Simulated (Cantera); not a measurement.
Premixed flame

A freely propagating, adiabatic, planar premixed flame of CO : H2 : CH4 : O2 : N2 = 1 : 0.67 : 1.5 : 3.95 : 13 (molar parts), equivalence ratio 0.97, unburnt at 498 K and 0.970 bar; mixture-averaged transport, grid criteria slope 0.08 and curve 0.16, no radiation.

Computed with Cantera and GRI-Mech 3.0 (53 species, 325 reactions). Burning velocities carry a grid error of a few per cent, more on coarse grids.

```json
[
 {"z (mm)": "-0.872", "T (K)": "498", "u (m/s)": "1.51", "x CO": "0.0497", "x H2": "0.0333", "x CH4": "0.0746", "x HCN": "<1e-8", "x CH2": "<1e-8", "x C2H2": "<1e-8"},
 {"z (mm)": "-0.581", "T (K)": "499", "u (m/s)": "1.51", "x CO": "0.0497", "x H2": "0.0331", "x CH4": "0.0745", "x HCN": "<1e-8", "x CH2": "<1e-8", "x C2H2": "<1e-8"},
 {"z (mm)": "-0.436", "T (K)": "500", "u (m/s)": "1.51", "x CO": "0.0497", "x H2": "0.0330", "x CH4": "0.0745", "x HCN": "<1e-8", "x CH2": "<1e-8", "x C2H2": "<1e-8"},
 {"z (mm)": "-0.291", "T (K)": "522", "u (m/s)": "1.58", "x CO": "0.0499", "x H2": "0.0325", "x CH4": "0.0736", "x HCN": "<1e-8", "x CH2": "<1e-8", "x C2H2": "8.03e-8"},
 {"z (mm)": "-0.145", "T (K)": "827", "u (m/s)": "2.52", "x CO": "0.0549", "x H2": "0.0314", "x CH4": "0.0601", "x HCN": "1.27e-7", "x CH2": "3.75e-7", "x C2H2": "3.36e-6"},
 {"z (mm)": "-0.0727", "T (K)": "1253", "u (m/s)": "3.84", "x CO": "0.0664", "x H2": "0.0306", "x CH4": "0.0366", "x HCN": "5.04e-7", "x CH2": "8.50e-6", "x C2H2": "1.49e-5"},
 {"z (mm)": "0", "T (K)": "1680", "u (m/s)": "5.19", "x CO": "0.0796", "x H2": "0.0268", "x CH4": "0.00981", "x HCN": "1.30e-6", "x CH2": "4.56e-5", "x C2H2": "3.65e-5"},
 {"z (mm)": "0.0727", "T (K)": "1866", "u (m/s)": "5.77", "x CO": "0.0755", "x H2": "0.0196", "x CH4": "0.000883", "x HCN": "1.25e-6", "x CH2": "1.37e-5", "x C2H2": "8.59e-6"},
 {"z (mm)": "0.145", "T (K)": "1924", "u (m/s)": "5.92", "x CO": "0.0638", "x H2": "0.0160", "x CH4": "4.23e-5", "x HCN": "5.37e-7", "x CH2": "8.83e-7", "x C2H2": "3.32e-7"},
 {"z (mm)": "0.291", "T (K)": "1991", "u (m/s)": "6.07", "x CO": "0.0498", "x H2": "0.0152", "x CH4": "1.31e-7", "x HCN": "6.88e-8", "x CH2": "<1e-8", "x C2H2": "<1e-8"},
 {"z (mm)": "0.581", "T (K)": "2074", "u (m/s)": "6.28", "x CO": "0.0412", "x H2": "0.0146", "x CH4": "<1e-8", "x HCN": "<1e-8", "x CH2": "<1e-8", "x C2H2": "<1e-8"},
 {"z (mm)": "1.16", "T (K)": "2173", "u (m/s)": "6.54", "x CO": "0.0368", "x H2": "0.0126", "x CH4": "<1e-8", "x HCN": "<1e-8", "x CH2": "<1e-8", "x C2H2": "<1e-8"},
 {"z (mm)": "2.33", "T (K)": "2271", "u (m/s)": "6.79", "x CO": "0.0321", "x H2": "0.0102", "x CH4": "<1e-8", "x HCN": "<1e-8", "x CH2": "<1e-8", "x C2H2": "<1e-8"}
]
```
x: mole fraction of selected species; z is measured from the peak of heat release.

```
Item                         Value
------------------------  --------
laminar burning velocity  151 cm/s
thermal thickness         0.291 mm
peak x(HCN)                1.48e-6
peak x(CH2)                4.57e-5
peak x(C2H2)               3.65e-5
grid points                    156
```
